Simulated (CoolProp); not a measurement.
Vapour-liquid equilibrium of propane (1) + isobutane (2) at 1590 kPa; x and y are mole fractions of (1).

Values from CoolProp's multi-fluid Helmholtz-energy mixture model, Lemmon 2009 and Bücker 2006; pair parameters Kunz 2012.

```json
[
 {"x": "0.05", "bubble temperature (°C)": "85.7", "y at the bubble point": "0.081", "dew temperature at overall composition x (°C)": "86.8", "liquid density (mol/L)": "7.940"},
 {"x": "0.15", "bubble temperature (°C)": "80.7", "y at the bubble point": "0.232", "dew temperature at overall composition x (°C)": "83.5", "liquid density (mol/L)": "8.186"},
 {"x": "0.25", "bubble temperature (°C)": "76.0", "y at the bubble point": "0.366", "dew temperature at overall composition x (°C)": "80.1", "liquid density (mol/L)": "8.432"},
 {"x": "0.35", "bubble temperature (°C)": "71.5", "y at the bubble point": "0.486", "dew temperature at overall composition x (°C)": "76.6", "liquid density (mol/L)": "8.678"},
 {"x": "0.45", "bubble temperature (°C)": "67.2", "y at the bubble point": "0.593", "dew temperature at overall composition x (°C)": "72.9", "liquid density (mol/L)": "8.927"},
 {"x": "0.55", "bubble temperature (°C)": "63.1", "y at the bubble point": "0.689", "dew temperature at overall composition x (°C)": "69.0", "liquid density (mol/L)": "9.177"},
 {"x": "0.65", "bubble temperature (°C)": "59.1", "y at the bubble point": "0.774", "dew temperature at overall composition x (°C)": "64.8", "liquid density (mol/L)": "9.430"},
 {"x": "0.75", "bubble temperature (°C)": "55.3", "y at the bubble point": "0.850", "dew temperature at overall composition x (°C)": "60.3", "liquid density (mol/L)": "9.685"},
 {"x": "0.85", "bubble temperature (°C)": "51.7", "y at the bubble point": "0.916", "dew temperature at overall composition x (°C)": "55.3", "liquid density (mol/L)": "9.942"},
 {"x": "0.95", "bubble temperature (°C)": "48.3", "y at the bubble point": "0.974", "dew temperature at overall composition x (°C)": "49.7", "liquid density (mol/L)": "10.20"}
]
```

No azeotrope shows between x = 0.05 and 0.95.

The pair parameters rest on a limited set of measurements; away from them the model extrapolates.
